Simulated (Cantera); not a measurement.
## Thermodynamics of tantalum, niobium, vanadium and zirconium in process gases, feed V + H₂O + H₂

Input: 1 mol V, 0.079 mol H₂O, 16 mol H₂, at 1.90 Pa.

Method: chemical equilibrium by Gibbs-energy minimisation in Cantera with the NASA 1993 tables (ideal gas, pure condensed phases). Candidate condensed phases: H₂O, V, VO, V₂O₃, V₂O₄, V₂O₅; 12 gas species. Mutual solubility and eutectic melting of coexisting phases are not modelled. VO: taken at fixed stoichiometry. Condensed phases not in the tables: N, O or C dissolved in the metal. Rates play no part.

```tsv
T (°C)	x H₂	x H	x V	x VO	x O	x VO₂	x H₂O	n V(s)	n VO(s)
902	1.000	2.81e-5	5.57e-11	1.89e-11	<1e-12	<1e-12	2.92e-7	0.921	0.0790
1002	1.000	0.000169	3.40e-9	1.44e-9	<1e-12	1.56e-11	1.16e-6	0.921	0.0790
1102	0.999	0.000786	1.13e-7	5.72e-8	<1e-12	9.43e-10	3.75e-6	0.921	0.0789
1202	0.997	0.00297	2.34e-6	1.36e-6	2.08e-12	3.20e-8	1.02e-5	0.921	0.0788
1302	0.990	0.00949	3.27e-5	2.12e-5	6.71e-11	6.77e-7	2.40e-5	0.921	0.0782
1402	0.973	0.0263	0.000332	0.000235	1.42e-9	9.74e-6	5.00e-5	0.917	0.0740
1502	0.931	0.0641	0.00258	0.00196	2.13e-8	0.000102	9.25e-5	0.881	0.0413
1602	0.842	0.138	0.0161	0.00425	7.83e-8	8.86e-5	4.94e-5	0.640	0
1702	0.689	0.260	0.0470	0.00394	2.07e-7	2.98e-5	2.07e-5	0	0
1802	0.516	0.439	0.0422	0.00352	1.41e-6	2.99e-5	2.37e-5	0	0
1902	0.323	0.637	0.0368	0.00306	8.01e-6	2.88e-5	2.19e-5	0	0
2002	0.168	0.797	0.0325	0.00266	3.88e-5	2.73e-5	1.60e-5	0	0
2102	0.0759	0.891	0.0301	0.00233	0.000158	2.48e-5	9.56e-6	0	0
2202	0.0328	0.935	0.0292	0.00189	0.000505	1.83e-5	4.68e-6	0	0
```
x: gas mole fraction; n: condensed amount in mol.

From 902 °C to 1502 °C the condensed part is V(s) + VO(s). At 1602 °C the condensed part is V(s). From 1702 °C to 2202 °C nothing is condensed.
